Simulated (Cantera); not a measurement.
**Moist CO burnout**

An isothermal, constant-pressure homogeneous reactor starts with 0.225 % CO, 2.34 % O2, 3.75 % H2O, 93.7 % N2, equivalence ratio 0.048, at 1375 K and 1.00 bar.

Detailed kinetics in Cantera: GRI-Mech 3.0 (53 species, 325 reactions).

```json
[
 {"t (s)": "4.00e-6", "x CO": "0.00225", "x O2": "0.0234", "x H2O": "0.0375", "x O": "1.13e-10", "x NO2": "<1e-12", "x CO2": "1.17e-10", "x OH": "7.44e-11"},
 {"t (s)": "3.36e-5", "x CO": "0.00225", "x O2": "0.0234", "x H2O": "0.0375", "x O": "7.86e-10", "x NO2": "<1e-12", "x CO2": "1.08e-9", "x OH": "1.01e-9"},
 {"t (s)": "0.000283", "x CO": "0.00225", "x O2": "0.0234", "x H2O": "0.0375", "x O": "7.70e-9", "x NO2": "<1e-12", "x CO2": "2.94e-8", "x OH": "3.29e-8"},
 {"t (s)": "0.00238", "x CO": "0.00135", "x O2": "0.0229", "x H2O": "0.0372", "x O": "0.000133", "x NO2": "7.88e-12", "x CO2": "0.000900", "x OH": "0.000286"},
 {"t (s)": "0.0200", "x CO": "8.04e-6", "x O2": "0.0223", "x H2O": "0.0375", "x O": "2.61e-6", "x NO2": "1.83e-10", "x CO2": "0.00224", "x OH": "4.35e-5"},
 {"t (s)": "0.168", "x CO": "2.47e-8", "x O2": "0.0223", "x H2O": "0.0375", "x O": "1.50e-7", "x NO2": "8.75e-11", "x CO2": "0.00225", "x OH": "1.05e-5"},
 {"t (s)": "1.41", "x CO": "9.59e-9", "x O2": "0.0223", "x H2O": "0.0375", "x O": "9.57e-8", "x NO2": "9.11e-11", "x CO2": "0.00225", "x OH": "8.37e-6"},
 {"t (s)": "11.9", "x CO": "9.59e-9", "x O2": "0.0223", "x H2O": "0.0375", "x O": "9.57e-8", "x NO2": "1.00e-10", "x CO2": "0.00225", "x OH": "8.37e-6"},
 {"t (s)": "100", "x CO": "9.59e-9", "x O2": "0.0223", "x H2O": "0.0375", "x O": "9.57e-8", "x NO2": "1.78e-10", "x CO2": "0.00225", "x OH": "8.37e-6"}
]
```
x: mole fraction; the columns are a selection and need not sum to one.

Equilibrium at this temperature and pressure: CO 9.61e-9, O2 0.0222, H2O 0.0375, O 9.55e-8, NO2 5.90e-7, CO2 0.00225, OH 8.36e-6 (gas phase only).
